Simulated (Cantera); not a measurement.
A closed system holds: 1 mol PbO, 0.2 mol H2, held at 1425 K and 1.00 Torr.

These are equilibrium values from Cantera (NASA tables, ideal gas, pure condensed phases), not measurements of a reactor. Gases not in the tables: (PbO)n polymers. The numbers say what is thermodynamically allowed, not how fast it happens.

```csv
species,before,after
H2O,0.160,1.000
Pb,0.235,0.000101
H2,1.50e-5,7.07e-5
PbO,0.568,1.72e-7
O2,0.0370,<1e-9
OH,0.000169,<1e-9
"Pb(l), mol",0,0.200
"PbO(yellow), mol",0,0.800
```
Gas species are given as mole fractions.

Problem. Which change was made?
A) pressure from 1.00 Torr to 278 Torr
B) H2 from 0.2 to 0.12 mol
C) temperature from 1425 K to 823.15 K
D) temperature from 1425 K to 1350 K

Solution. C, temperature from 1425 K to 823.15 K
